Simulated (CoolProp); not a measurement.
Aqueous ethanol as a coolant, 33 % by mass, freezing at -23.0 °C, 1 atm.

Values from CoolProp's Melinder's fits for secondary coolants.

```tsv
T (°C)	cp (kJ/(kg K))	density (kg/m³)	conductivity (W/(m K))	viscosity (mPa s)
-15.3	___	968.5	___	18.1
-6.9	4.047	964.5	0.379	10.4
1.4	4.091	960.1	0.384	6.43
9.8	4.127	955.2	0.389	4.24
18.1	4.158	950.0	0.394	2.97
26.5	4.185	___	0.399	2.17
34.8	4.210	___	0.404	1.65
```

What belongs in the gaps?


- -15.3, cp (kJ/(kg K)): 3.994
- -15.3, conductivity (W/(m K)): 0.375
- 26.5, density (kg/m³): 944.5
- 34.8, density (kg/m³): 938.8
